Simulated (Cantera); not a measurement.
**Thermodynamics of silicon epitaxy and polysilicon growth, feed Si₂H₆ + HCl + H₂**

Feed: 1 mol Si₂H₆, 0.021 mol HCl, 22 mol H₂, held at 1348.15 K and 31000 Pa.

These are equilibrium values from Cantera (NASA tables, ideal gas, pure condensed phases), not measurements of a reactor. Candidate condensed phases: Si; 19 gas species. The feed counts by its element totals alone. The numbers say what is thermodynamically allowed, not how fast it happens.

| Quantity | Value |
|---|---|
| x(H₂) | 0.999 |
| x(HCl) | 0.000835 |
| x(H) | 4.16e-6 |
| x(SiCl₂) | 1.96e-6 |
| n(Si(s)) | 2.00 mol |
| gas amount | 25.02 mol |
